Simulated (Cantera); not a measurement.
A Cantera script and what it prints.

```python
import numpy as np
import cantera as ct

gas_names = """
    C CH CH2 CH3 CH2OH CH3O CH4 CH3OH CO CO2 COOH C2 C2H CHCO,ketyl C2H2,acetylene C2H2,vinylidene
    CH2CO,ketene C2H3,vinyl CH3CO,acetyl C2H4 C2H4O,ethylen CH3CHO,ethanal CH3COOH (HCOOH)2 C2H5 C2H6
    CH3OCH3 C2H5OH C2O C3 C3H3,propargyl C3H4,allene C3H4,propyne C3H4,cyclo- C3H5,allyl C3H6,propylene
    C3H6,cyclo- C3H6O C3H7,n-propyl C3H7,i-propyl C3H8 C3H8O,1propanol C3H8O,2propanol C3O2 C4 C4H2
    C4H4,1,3-cyclo- C4H6,butadiene C4H6,2-butyne C4H6,cyclo- C4H8,1-butene C4H8,cis2-buten
    C4H8,tr2-butene C4H8,isobutene C4H8,cyclo- (CH3COOH)2 C4H9,n-butyl C4H9,i-butyl C4H9,s-butyl
    C4H9,t-butyl C4H10,isobutane C4H10,n-butane C5 C5H6,1,3cyclo- C5H8,cyclo- C5H10,1-pentene
    C5H10,cyclo- C5H11,pentyl C5H11,t-pentyl C5H12,n-pentane C5H12,i-pentane CH3C(CH3)2CH3 C6H2
    C6H5,phenyl C6H5O,phenoxy C6H6 C6H5OH,phenol C6H10,cyclo- C6H12,1-hexene C6H12,cyclo- C6H13,n-hexyl
    C7H7,benzyl C7H8 C7H8O,cresol C7H14,1-heptene C7H15,n-heptyl C7H16,n-heptane C8H8,styrene
    C8H10,ethylbenz C8H16,1-octene C8H17,n-octyl C8H18,isooctane C8H18,n-octane C9H19,n-nonyl
    C10H8,naphthale C10H21,n-decyl C12H9,o-bipheny C12H10,bipheny H HCO HO2 H2 HCHO,formaldehy HCOOH H2O
    H2O2 O OH O2 O3 Si SiC SiC2 SiC4H12 SiH SiH2 SiH3 SiH4 SiO SiO2 Si2 Si2C Si3
""".split()
cond_names = """
    C(gr) C6H6(L) C7H8(L) C8H18(L),n-octa H2O(s) H2O(L) Si(cr) Si(L) SiC(b) SiO2(Lqz) SiO2(hqz) SiO2(L)
""".split()


def load(file, names, dense=False):
    # The tables refer to 1 bar. Condensed volumes are neglected.
    table = {s.name: s for s in ct.Species.list_from_file(file)}
    out = []
    for n in names:
        d = dict(table[n].input_data)
        d["thermo"] = dict(d["thermo"], **{"reference-pressure": 1e5})
        if dense:
            d["equation-of-state"] = {"model": "constant-volume", "density": "1e6 g/cm^3"}
        out.append(ct.Species.from_dict(d))
    return out


gas = ct.Solution(thermo="ideal-gas", species=load("nasa_gas.yaml", gas_names))
cond = {s.name: ct.Solution(thermo="fixed-stoichiometry", species=[s], name=s.name)
        for s in load("nasa_condensed.yaml", cond_names, dense=True)}
atoms = {
    'TEOS': {'Si': 1, 'C': 8, 'H': 20, 'O': 4},
    'O2': {'O': 2},
}
top_T = {'C(gr)': 4500, 'SiC(b)': 3050}  # K; cautious upper limits of use, not melting points


def equilibrate(T, P, feed):
    n = {}
    for name, mol in feed.items():
        for a, k in atoms[name].items():
            n[a] = n.get(a, 0.0) + k * mol
    gas.TPX = T, P, n
    mass = sum(n.values()) * gas.mean_molecular_weight
    gas.equilibrate("TP")
    valid = [c for c in cond.values() if c.min_temp <= T <= top_T.get(c.name, c.max_temp)]
    mix = ct.Mixture([(gas, mass / gas.mean_molecular_weight)] + [(c, 0.0) for c in valid])
    mix.T, mix.P = T, P
    mix.equilibrate("TP", solver="vcs", rtol=1e-11, max_steps=5000)
    return mix


results = []
feed = {'TEOS': 1, 'O2': 2.6}  # mol
T = 1225  # K
P = 28  # Pa
mix = equilibrate(T, P, feed)
results.append((T, P, feed, dict(zip(mix.species_names, mix.species_moles))))
print(gas.report(threshold=0.001))
for i in range(1, mix.n_phases):
    print(f"{mix.phase(i).name:16s} {mix.phase_moles(i):12.5e} mol")
```

It prints:

```
       temperature   1225 K
          pressure   28 Pa
           density   3.5474e-05 kg/m^3
  mean mol. weight   12.904 kg/kmol
   phase of matter   gas

                          1 kg             1 kmol
                     ---------------   ---------------
          enthalpy        -1.394e+06       -1.7988e+07  J
   internal energy       -2.1833e+06       -2.8174e+07  J
           entropy             21312        2.7501e+05  J/K
    Gibbs function       -2.7501e+07       -3.5487e+08  J
 heat capacity c_p            2514.3             32444  J/K
 heat capacity c_v              1870             24130  J/K

                      mass frac. Y      mole frac. X     chem. pot. / RT
                     ---------------   ---------------   ---------------
                CO           0.90869           0.41862           -46.061
                H2          0.090803           0.58121           -26.757
     [ +121 minor]        0.00051173        0.00016529

C(gr)             7.97468e-01 mol
Si(cr)            0.00000e+00 mol
SiC(b)            0.00000e+00 mol
SiO2(hqz)         9.97458e-01 mol
```

Equilibrium computed with Cantera from the NASA thermochemical tables; the gas is ideal and each condensed phase is pure. The feed counts by its element totals alone. The tables hold silica as quartz up to 1696 K and as liquid above; real silica turns to tridymite and cristobalite and melts near 1996 K.
